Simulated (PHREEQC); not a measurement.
Make-up at 45 °C: 0.049 mol/kgw HNO3, 4.8e-05 mol/kgw CaCl2 and 0.072 mol/kgw CuCl2. Closed to the air; pH follows from the charge balance.

All values are PHREEQC results (ion-association model, phreeqc.dat), not measurements.

Each row changes one thing in this solution. This is a speciation only: nothing precipitates in the calculation.

| case | pH | ionic strength (mol/kgw) | Cl- (mol/kgw) |
|---|---|---|---|
| as made | 1.42 | 0.234 | 0.128 |
| temperature from 45 to 5 °C | 1.41 | 0.259 | 0.141 |
| HNO3 from 0.049 to 0.0441 mol/kgw | 1.46 | 0.229 | 0.128 |
| temperature from 45 to 40 °C | 1.41 | 0.239 | 0.131 |
| temperature from 45 to 20 °C | 1.41 | 0.253 | 0.138 |
| diluted 5-fold with water | 2.08 | 0.0507 | 0.0276 |
| CuCl2 left out | 1.38 | 0.0491 | 9.60e-5 |

Away from 25 °C the constants follow the database's enthalpies or fits; those with neither stay at their 25 °C values.
